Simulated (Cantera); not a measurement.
Thermodynamics of titanium nitride, carbide and oxide coatings, feed Ti + O₂ + H₂

A closed system holds: 1 mol Ti, 1.1 mol O₂, 320 mol H₂, equilibrated at 1.00 bar.

These are equilibrium values from Cantera (NASA tables, ideal gas, pure condensed phases), not measurements of a reactor. Candidate condensed phases: H₂O, Ti, TiO, TiO₂, Ti₂O₃, Ti₃O₅, Ti₄O₇; 12 gas species. Mutual solubility and eutectic melting of coexisting phases are not modelled. The numbers say what is thermodynamically allowed, not how fast it happens.

| T (K) | x H₂ | x H | x H₂O | x TiO | n Ti₂O₃(s) | n Ti₃O₅(s) | n Ti₂O₃(l) |
|---|---|---|---|---|---|---|---|
| 1873 | 0.997 | 0.000645 | 0.00216 | 1.89e-8 | 0.477 | 0.0151 | 0 |
| 1898 | 0.997 | 0.000780 | 0.00219 | 3.26e-8 | 0.500 | 0 | 0 |
| 1923 | 0.997 | 0.000941 | 0.00219 | 5.56e-8 | 0.500 | 0 | 0 |
| 1948 | 0.997 | 0.00113 | 0.00219 | 9.33e-8 | 0.500 | 0 | 0 |
| 1973 | 0.996 | 0.00135 | 0.00219 | 1.55e-7 | 0.500 | 0 | 0 |
| 1998 | 0.996 | 0.00160 | 0.00219 | 2.53e-7 | 0.500 | 0 | 0 |
| 2023 | 0.996 | 0.00190 | 0.00219 | 4.09e-7 | 0.500 | 0 | 0 |
| 2048 | 0.996 | 0.00223 | 0.00218 | 6.52e-7 | 0.500 | 0 | 0 |
| 2073 | 0.995 | 0.00262 | 0.00218 | 1.03e-6 | 0.500 | 0 | 0 |
| 2098 | 0.995 | 0.00307 | 0.00218 | 1.60e-6 | 0.500 | 0 | 0 |
| 2123 | 0.994 | 0.00358 | 0.00218 | 2.44e-6 | 0 | 0 | 0.500 |
| 2148 | 0.994 | 0.00415 | 0.00218 | 3.60e-6 | 0 | 0 | 0.499 |
x: gas mole fraction; n: condensed amount in mol.

At 1873 K the condensed part is Ti₂O₃(s) + Ti₃O₅(s). From 1898 K to 2098 K the condensed part is Ti₂O₃(s). From 2123 K to 2148 K the condensed part is Ti₂O₃(l). The main Ti-bearing gas is TiO throughout.
